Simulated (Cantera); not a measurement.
Charge: 1 mol B₂O₃, 10 mol NH₃, 0.27 mol N₂, 0.087 mol H₂O, at 37000 Pa.

Cantera equilibrium calculation (NASA polynomials, part measured and part estimated; ideal gas, pure solids and liquids). Candidate condensed phases: B, BN, B₂O₃, B₃O₃H₃, H₂O; 39 gas species. Mutual solubility and eutectic melting of coexisting phases are not modelled. Gases not in the tables: H₃BO₃. Kinetics and transport are ignored.

x: gas mole fraction; n: condensed amount in mol.

```csv
T (K),x H₂,x N₂,x HBO₂,x HBO,x B₂O₃,n B₂O₃(l),n BN(s)
1223,0.737,0.259,0.000122,1.41e-6,5.20e-8,0.999,0
1323,0.737,0.259,0.000423,1.20e-5,9.39e-7,0.996,0
1423,0.736,0.259,0.00118,7.72e-5,1.11e-5,0.987,0
1523,0.735,0.258,0.00272,0.000403,9.32e-5,0.966,0
1623,0.732,0.258,?,?,?,0.914,0
1723,0.722,0.256,0.0106,0.00594,0.00302,0.761,0.00248
1823,0.696,0.250,?,?,?,?,0
1923,0.677,0.247,0.0277,0.0218,0.0195,0,0
2023,0.673,0.246,0.0281,0.0238,0.0179,0,0
```

Q: Complete the blanks.

A: 
- 1623, x HBO₂: 0.00539
- 1623, x HBO: 0.00176
- 1623, x B₂O₃: 0.000594
- 1823, x HBO₂: 0.0211
- 1823, x HBO: 0.0154
- 1823, x B₂O₃: 0.0127
- 1823, n B₂O₃(l): 0.320
